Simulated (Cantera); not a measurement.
A closed system holds: 1 mol SiC, 0.17 mol CO2, 17 mol H2, at 7.50 Torr.

Method: chemical equilibrium by Gibbs-energy minimisation in Cantera with the NASA 1993 tables (ideal gas, pure condensed phases). Candidate condensed phases: C, C6H6, C7H8, C8H18, H2O, Si, SiC, SiO2; 123 gas species. Mutual solubility and eutectic melting of coexisting phases are not modelled. The tables hold silica as quartz up to 1696 K and as liquid above; real silica turns to tridymite and cristobalite and melts near 1996 K. Rates play no part.

x: gas mole fraction; n: condensed amount in mol.

| T (K) | x H2 | x CO | x SiO | x CH4 | n C(graphite) | n SiC(s) | n SiO2(β-quartz) |
|---|---|---|---|---|---|---|---|
| 1175 | 0.997 | 0.00286 | 9.76e-7 | … | 0.264 | 0.854 | 0.146 |
| 1225 | 0.990 | 0.0101 | 4.80e-6 | … | 0.0776 | 0.917 | 0.0832 |
| 1275 | 0.987 | 0.0131 | 2.80e-5 | … | 0 | 0.943 | 0.0566 |
| 1325 | 0.987 | 0.0132 | 0.000155 | … | 0 | 0.942 | 0.0550 |
| 1375 | 0.986 | 0.0134 | 0.000750 | … | 0 | 0.939 | 0.0481 |
| 1425 | 0.983 | 0.0142 | 0.00320 | … | 0 | 0.925 | 0.0198 |
| 1475 | 0.980 | 0.0147 | 0.00490 | … | 0 | 0.915 | 0 |

### Question
What belongs in the gaps?

### Answer

- 1175, x CH4: 0.000190
- 1225, x CH4: 0.000129
- 1275, x CH4: 4.96e-5
- 1325, x CH4: 1.76e-5
- 1375, x CH4: 6.80e-6
- 1425, x CH4: 2.87e-6
- 1475, x CH4: 2.03e-6
